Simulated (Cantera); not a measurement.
A perfectly stirred reactor is fed with CO : O₂ : H₂O : N₂ : H₂ = 0.027 : 0.037 : 0.026 : 1 : 0.0096 (molar parts), at 2.17 atm; it is held at 1375 K, and followed from long to short residence time.

Model: GRI-Mech 3.0 (53 species, 325 reactions), integrated in Cantera. The hydrogen kinetics of GRI-Mech 3.0 are dated; newer H2 mechanisms differ, most at raised pressure.

x: mole fraction; the columns are a selection and need not sum to one.

```json
[
 {"τ (s)": "0.53", "x CO": "0.000127", "x O₂": "0.0173", "x H₂O": "0.0329", "x NO₂": "[?]", "x H₂O₂": "5.03e-8"},
 {"τ (s)": "0.20", "x CO": "0.000245", "x O₂": "0.0174", "x H₂O": "0.0328", "x NO₂": "[?]", "x H₂O₂": "8.37e-8"},
 {"τ (s)": "0.073", "x CO": "0.000481", "x O₂": "0.0175", "x H₂O": "0.0328", "x NO₂": "[?]", "x H₂O₂": "1.38e-7"},
 {"τ (s)": "0.027", "x CO": "0.000926", "x O₂": "0.0177", "x H₂O": "0.0327", "x NO₂": "[?]", "x H₂O₂": "2.20e-7"},
 {"τ (s)": "0.010", "x CO": "0.00175", "x O₂": "0.0181", "x H₂O": "0.0326", "x NO₂": "[?]", "x H₂O₂": "3.37e-7"},
 {"τ (s)": "0.0038", "x CO": "0.00316", "x O₂": "0.0188", "x H₂O": "0.0323", "x NO₂": "[?]", "x H₂O₂": "4.86e-7"},
 {"τ (s)": "0.0014", "x CO": "0.00557", "x O₂": "0.0200", "x H₂O": "0.0319", "x NO₂": "[?]", "x H₂O₂": "6.68e-7"},
 {"τ (s)": "0.00053", "x CO": "0.00906", "x O₂": "0.0218", "x H₂O": "0.0313", "x NO₂": "[?]", "x H₂O₂": "8.55e-7"}
]
```

Task: What belongs in the gaps?

Result: 
- 0.53, x NO₂: 2.07e-8
- 0.20, x NO₂: 1.62e-8
- 0.073, x NO₂: 1.02e-8
- 0.027, x NO₂: 5.90e-9
- 0.010, x NO₂: 3.61e-9
- 0.0038, x NO₂: 2.59e-9
- 0.0014, x NO₂: 2.11e-9
- 0.00053, x NO₂: 1.77e-9
